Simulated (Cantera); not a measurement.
Input: 1 mol LiCl, 1.8 mol HF, a varied amount of H2, held at 2025 K and 1.00 bar.

Method: chemical equilibrium by Gibbs-energy minimisation in Cantera with the NASA 1993 tables (ideal gas, pure condensed phases). Candidate condensed phases: Li, LiCl, LiF, LiH; 25 gas species. Rates play no part.

### Question
At 11 mol H2, list the 4 most abundant gas species with their mole fractions, and the condensed phases.

### Answer
H2 0.796, HF 0.105, LiCl 0.0473, HCl 0.0249. Condensed: gas only.
